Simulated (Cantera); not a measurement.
A Cantera script and its output.

```python
import numpy as np
import cantera as ct

gas = ct.Solution("gri30.yaml")
gas.TPX = 2148, 18000, {'CH4': 1, 'CO2': 2.4}
reactor = ct.IdealGasConstPressureReactor(gas, energy="off", clone=False)
net = ct.ReactorNet([reactor])
net.rtol, net.atol = 1e-08, 1e-18
show = ['CH4', 'CO2', 'CH2', 'OH', 'CH3']
times = np.geomspace(2e-05, 8, 14)

steps = ct.SolutionArray(gas, extra=["t"])
rows = []
print(f"{'t/s':>10s}{'T/K':>9s}{'P/Pa':>11s}" + "".join(f"{s:>11s}" for s in show))
for t in times:
    while net.time < t:
        t_next = net.step()
        steps.append(gas.state, t=t_next)
    rows.append([np.interp(t, steps.t, y) for y in (steps.T, steps.P, *steps(*show).X.T)])
    print(f"{t:10.3e}{rows[-1][0]:9.1f}{rows[-1][1]:11.4g}" + "".join(f"{x:11.3e}" for x in rows[-1][2:]))
rate = np.gradient(steps.T, steps.t)
print("integrator steps:", len(steps.t))
if steps.T.max() > steps.T[0] + 200:
    print(f"time of steepest temperature rise: {steps.t[rate.argmax()]:.4e} s")
gas.TPX = 2148, 18000, {'CH4': 1, 'CO2': 2.4}
gas.equilibrate("TP")
print(f"equilibrium (TP): T = {gas.T:.1f} K  " + "  ".join(f"{s} {gas[s].X[0]:.3e}" for s in show))
```

Output:

```
       t/s      T/K       P/Pa        CH4        CO2        CH2         OH        CH3
 2.000e-05   2148.0    1.8e+04  2.837e-01  7.023e-01  9.542e-06  7.690e-06  7.861e-03
 5.395e-05   2148.0    1.8e+04  2.536e-01  6.895e-01  3.923e-05  2.662e-05  1.737e-02
 1.455e-04   2148.0    1.8e+04  1.475e-01  6.129e-01  6.086e-05  8.467e-05  1.741e-02
 3.925e-04   2148.0    1.8e+04  5.530e-02  4.758e-01  4.454e-05  1.543e-04  7.590e-03
 1.059e-03   2148.0    1.8e+04  1.289e-02  3.132e-01  3.628e-05  3.085e-04  2.542e-03
 2.855e-03   2148.0    1.8e+04  3.860e-03  1.889e-01  3.110e-05  4.492e-04  1.131e-03
 7.702e-03   2148.0    1.8e+04  2.582e-03  1.223e-01  1.511e-05  3.424e-04  6.808e-04
 2.077e-02   2148.0    1.8e+04  3.488e-04  9.141e-02  1.734e-06  2.939e-04  9.047e-05
 5.603e-02   2148.0    1.8e+04  1.293e-10  8.961e-02  1.401e-12  4.440e-04  5.061e-11
 1.511e-01   2148.0    1.8e+04  1.447e-11  8.962e-02  1.967e-13  4.810e-04  6.179e-12
 4.077e-01   2148.0    1.8e+04  1.447e-11  8.962e-02  1.967e-13  4.811e-04  6.178e-12
 1.100e+00   2148.0    1.8e+04  1.447e-11  8.962e-02  1.967e-13  4.811e-04  6.178e-12
 2.966e+00   2148.0    1.8e+04  1.447e-11  8.962e-02  1.967e-13  4.811e-04  6.178e-12
 8.000e+00   2148.0    1.8e+04  1.447e-11  8.962e-02  1.967e-13  4.811e-04  6.178e-12
integrator steps: 1723
equilibrium (TP): T = 2148.0 K  CH4 1.595e-11  CO2 8.962e-02  CH2 2.126e-13  OH 4.811e-04  CH3 6.810e-12
```

Cantera simulation using GRI-Mech 3.0 (53 species, 325 reactions); the numbers are that mechanism's predictions, not measurements.
